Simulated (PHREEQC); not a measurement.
PHREEQC input (ion-association model, phreeqc.dat):

```
SOLUTION_MASTER_SPECIES
  Amm  AmmH+  0  AmmH  17.031  # ammonia with no redox link, constants of NH4+
SOLUTION_SPECIES
  AmmH+ = AmmH+
    -log_k 0
    -gamma 2.5 0
    -dw 1.98e-9
  AmmH+ = Amm + H+
    -log_k -9.252
    -delta_h 12.48 kcal
    -analytic 0.6322 -0.001225 -2835.76
    -dw 2.28e-9
  AmmH+ + SO4-2 = AmmHSO4-
    -log_k 1.11
PHASES
  Amm(g)
    Amm = Amm
    -log_k 1.7966
    -analytic -18.758 3.3670e-4 2.5113e3 4.8619 39.192
    -T_c 405.6
    -P_c 111.3
    -Omega 0.25
EXCHANGE_SPECIES
  AmmH+ + X- = AmmHX
    -log_k 0.6
    -gamma 2.5 0
    -delta_h -2.4
SOLUTION 0
  temp 15
  units mmol/kgw
  pH 7 charge
  Cl 0.8
  Amm 0.79
  O(0) 1 O2(g) -0.68
SOLUTION 1-30
  temp 15
  units mmol/kgw
  pH 7 charge
  Cl 8.41
  Na 8.4
  O(0) 1 O2(g) -0.68
END
EXCHANGE 1-30
  X 0.0016
  -equilibrate 1
END
SELECTED_OUTPUT 1
  -reset false
  -pH true
  -pe true
  -ionic_strength true
  -water true
  -step true
  -totals Amm Cl Na
  -molalities AmmHX NaX
  -saturation_indices Halite
PRINT
  -reset false
TRANSPORT
  -cells 30
  -shifts 180
  -lengths 0.0166667
  -time_step 3600
  -dispersivities 0.04
  -boundary_conditions flux flux
  -correct_disp true
  -punch_cells 30
  -punch_frequency 6
END
```

Selected output (columns that matter, 25 of 31 rows; pore volumes added in front):

```
pore volumes	pH	mu	Amm	Cl	Na	m_NaX	si_Halite
0	5.0362	0.00841	0	0.00841	0.0084	0.0016	-5.7943
0.2167	5.0362	0.0084099	1.6652e-13	0.0084099	0.0083999	0.0016	-5.7943
0.4167	5.036	0.008291	3.3966e-08	0.008291	0.008281	0.0016	-5.8061
0.8167	5.0307	0.0055988	4.3177e-06	0.0055988	0.0055845	0.0015949	-6.1346
1.0167	5.0264	0.0039012	7.5012e-06	0.0039012	0.0038837	0.0015874	-6.4389
1.2167	5.0224	0.0026443	9.1993e-06	0.0026443	0.0026251	0.0015772	-6.7684
1.6167	5.0167	0.0013667	1.0689e-05	0.0013667	0.001346	0.0015493	-7.3322
1.8167	5.0151	0.0011018	1.2501e-05	0.0011018	0.0010793	0.0015272	-7.5183
2.0167	5.0142	0.00095825	1.6848e-05	0.00095825	0.0009314	0.0014891	-7.6409
2.2167	5.0137	0.00088209	2.7663e-05	0.00088209	0.00084443	0.0014099	-7.7182
2.4167	5.0133	0.00084227	5.6574e-05	0.00084227	0.00077569	0.0012305	-7.7745
2.8167	5.0128	0.00081105	0.00027002	0.00081104	0.00053102	0.00051722	-7.955
3.0167	5.0126	0.00080562	0.00043078	0.00080562	0.00036484	0.00027299	-8.1209
3.2167	5.0124	0.00080285	0.00055822	0.00080285	0.00023463	0.00014822	-8.314
3.6167	5.0123	0.00080073	0.00069834	0.00080073	9.2391e-05	4.9816e-05	-8.7199
3.8167	5.0122	0.00080037	0.00073242	0.00080037	5.7949e-05	3.0169e-05	-8.9227
4.0167	5.0122	0.00080019	0.00075371	0.00080019	3.6482e-05	1.8592e-05	-9.1237
4.2167	5.0122	0.0008001	0.00076703	0.00080009	2.3061e-05	1.1599e-05	-9.323
4.4167	5.0122	0.00080005	0.00077542	0.00080005	1.4633e-05	7.3003e-06	-9.5206
4.8167	5.0122	0.00080001	0.00078406	0.00080001	5.9484e-06	2.943e-06	-9.9115
5.0167	5.0122	0.00080001	0.0007862	0.00080001	3.8073e-06	1.8798e-06	-10.105
5.2167	5.0122	0.0008	0.00078756	0.0008	2.4418e-06	1.204e-06	-10.298
5.6167	5.0121	0.0008	0.00078899	0.0008	1.0091e-06	4.9691e-07	-10.682
5.8167	5.0121	0.0008	0.00078935	0.0008	6.4991e-07	3.1992e-07	-10.873
6.0167	5.0121	0.0008	0.00078958	0.0008	4.1894e-07	2.0618e-07	-11.064
```
